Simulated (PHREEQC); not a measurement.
## Polishing slurry liquid (model solution)

A solution holds 0.02 mol HNO3, 6.8e-05 mol Fe(NO3)3 and 0.0025 mol H3BO3 per kg of water, at 25 °C. Closed to the air; pH follows from the charge balance.

The numbers come from PHREEQC with the ion-association model, phreeqc.dat.

No solid was allowed to form.

**Question.** Predict the pH.

**Answer.** pH 1.75.

**Question.** In which forms is Fe present?

**Answer.** Fe+3 82 %, FeOH+2 18 % of the Fe.

Saturation is exceeded, for instance for Hematite (slow to form), Goethite (slow to form); the values hold only as long as no solid forms.
